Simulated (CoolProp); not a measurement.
R236EA along the isobar 46.8 bar: fugacity coefficient from the reference equation and from simpler models built on Tc = 412.4 K, pc = 34.14 bar, ω = 0.368; each cubic takes its own stable root.

Values from CoolProp's reference Helmholtz-energy equation of state, Rui 2013.

```
T (K)   phase  reference
-----  ------  ---------
295.8  liquid    0.04598
305.5  liquid    0.06269
315.2  liquid    0.08327
324.9  liquid     0.1080
334.6  liquid     0.1372
344.2  liquid     0.1705
353.9  liquid     0.2086
363.6  liquid     0.2511
373.3  liquid     0.2977
383    liquid     0.3479
392.6  liquid     0.4005
402.3  liquid     0.4557
412    liquid     0.5117
```

Q: How far does each simpler model (van der Waals, Redlich-Kwong, Soave-Redlich-Kwong, Peng-Robinson) lie from the reference over these 13 states: mean and median of the absolute difference, and the worst?

A: 
- van der Waals: mean 103.2 %, median 73.0 %, worst +304.7 % at 295.8 K and 46.8 bar
- Redlich-Kwong: mean 36.4 %, median 30.1 %, worst +91.0 % at 295.8 K and 46.8 bar
- Soave-Redlich-Kwong: mean 3.6 %, median 3.8 %, worst +4.2 % at 353.9 K and 46.8 bar
- Peng-Robinson: mean 0.5 %, median 0.2 %, worst -1.7 % at 412 K and 46.8 bar
